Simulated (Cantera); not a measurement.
Charge: 1 mol TiO2, a varied amount of H2, 0.11 mol H2O, equilibrated at 0.133 bar.

Cantera equilibrium calculation (NASA polynomials, part measured and part estimated; ideal gas, pure solids and liquids). Candidate condensed phases: H2O, Ti, TiO, TiO2, Ti2O3, Ti3O5, Ti4O7; 12 gas species. Mutual solubility and eutectic melting of coexisting phases are not modelled. Condensed phases not in the tables: Magnéli phases beyond Ti4O7. Gases not in the tables: TiO(OH)2. Rates play no part.

Question: What condenses at these points (T in °C, n(H2) in mol): (1325, 12); (1075, 10); (1125, 4.8); (1275, 9); (825, 10); (1175, 10)?

Answer: 
```csv
T (°C),n(H2) in mol,condensed phases,Ti condensed (%)
1325,12,Ti4O7,100.0
1075,10,TiO2,100.0
1125,4.8,TiO2,100.0
1275,9,TiO2 + Ti4O7,100.0
825,10,TiO2,100.0
1175,10,TiO2,100.0
```
